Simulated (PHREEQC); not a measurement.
Make-up at 25 °C: 65 mmol/kgw HF, 37 mmol/kgw (NH4)2SiF6, 0.077 mmol/kgw HBF4 and 13 mmol/kgw HCl. Closed to the air; pH follows from the charge balance.

Computed with PHREEQC (ion-association model, wateq4f.dat).

```json
[
 {"quantity": "pH", "before": "1.86", "after": "2.20"},
 {"quantity": "ionic strength (mol/kgw)", "before": "0.128", "after": "0.132"},
 {"quantity": "HF (mol/kgw)", "before": "0.0481", "after": "0.0451"},
 {"quantity": "H2F2 (mol/kgw)", "before": "0.00621", "after": "0.00547"},
 {"quantity": "F- (mol/kgw)", "before": "0.00323", "after": "0.00658"},
 {"quantity": "HF2- (mol/kgw)", "before": "0.000614", "after": "0.00117"},
 {"quantity": "SI of Quartz (SiO2)", "before": "-4.93", "after": "-5.44"}
]
```

Task: Which change was made?
(A) 0.0013 mol/kgw TMAH added
(B) HBF4 from 7.7e-05 to 0.000385 mol/kgw
(C) diluted 5-fold with water
(D) HCl replaced by (CH3)4NCl at the same molality
(E) (NH4)2SiF6 from 0.037 to 0.0037 mol/kgw

Result: D, HCl replaced by (CH3)4NCl at the same molality

Precipitation was switched off in this run. (CH3)4N+ isn't in the database: it is added as a free cation with an ion size of 4 Å. SiF6-2 is the database's only silicon fluoride. Real BF4- forms and hydrolyses slowly; the run takes it at equilibrium.
